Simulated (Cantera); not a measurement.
A Cantera script and its output.

```python
import numpy as np
import cantera as ct

gas = ct.Solution("gri30.yaml")
gas.TPX = 2275, 1800, {'CH4': 0.0032, 'H2': 1, 'CO2': 0.029}
reactor = ct.IdealGasConstPressureReactor(gas, energy="off", clone=False)
net = ct.ReactorNet([reactor])
net.rtol, net.atol = 1e-08, 1e-18
show = ['CH4', 'H2', 'CO2', 'O', 'C2H2']
times = np.geomspace(0.0001, 30, 12)

steps = ct.SolutionArray(gas, extra=["t"])
rows = []
print(f"{'t/s':>10s}{'T/K':>9s}{'P/Pa':>11s}" + "".join(f"{s:>11s}" for s in show))
for t in times:
    while net.time < t:
        t_next = net.step()
        steps.append(gas.state, t=t_next)
    rows.append([np.interp(t, steps.t, y) for y in (steps.T, steps.P, *steps(*show).X.T)])
    print(f"{t:10.3e}{rows[-1][0]:9.1f}{rows[-1][1]:11.4g}" + "".join(f"{x:11.3e}" for x in rows[-1][2:]))
rate = np.gradient(steps.T, steps.t)
print("integrator steps:", len(steps.t))
if steps.T.max() > steps.T[0] + 200:
    print(f"time of steepest temperature rise: {steps.t[rate.argmax()]:.4e} s")
gas.TPX = 2275, 1800, {'CH4': 0.0032, 'H2': 1, 'CO2': 0.029}
gas.equilibrate("TP")
print(f"equilibrium (TP): T = {gas.T:.1f} K  " + "  ".join(f"{s} {gas[s].X[0]:.3e}" for s in show))
```

Output:

```
       t/s      T/K       P/Pa        CH4         H2        CO2          O       C2H2
 1.000e-04   2275.0       1800  3.087e-03  9.687e-01  2.809e-02  3.790e-10  7.630e-11
 3.147e-04   2275.0       1800  3.072e-03  9.684e-01  2.801e-02  4.864e-10  2.525e-09
 9.905e-04   2275.0       1800  3.025e-03  9.669e-01  2.729e-02  1.633e-09  1.070e-07
 3.117e-03   2275.0       1800  2.876e-03  9.585e-01  2.118e-02  1.885e-08  4.105e-06
 9.810e-03   2275.0       1800  2.305e-03  9.331e-01  2.073e-03  3.311e-07  1.118e-04
 3.087e-02   2275.0       1800  6.858e-04  9.230e-01  1.485e-04  1.335e-06  6.786e-04
 9.717e-02   2275.0       1800  9.828e-05  9.173e-01  1.468e-04  2.338e-06  3.311e-04
 3.058e-01   2275.0       1800  3.277e-07  9.082e-01  1.454e-04  4.299e-06  1.093e-06
 9.624e-01   2275.0       1800  3.768e-12  8.924e-01  1.451e-04  9.077e-06  3.633e-15
 3.029e+00   2275.0       1800  2.588e-12  8.861e-01  1.450e-04  1.154e-05  2.480e-15
 9.532e+00   2275.0       1800  2.575e-12  8.860e-01  1.450e-04  1.158e-05  2.467e-15
 3.000e+01   2275.0       1800  2.575e-12  8.860e-01  1.450e-04  1.158e-05  2.467e-15
integrator steps: 1751
equilibrium (TP): T = 2275.0 K  CH4 2.841e-12  H2 8.860e-01  CO2 1.450e-04  O 1.158e-05  C2H2 2.715e-15
```

Cantera simulation using GRI-Mech 3.0 (53 species, 325 reactions); the numbers are that mechanism's predictions, not measurements. Radical loss at walls, strong at low pressure, is not modelled.
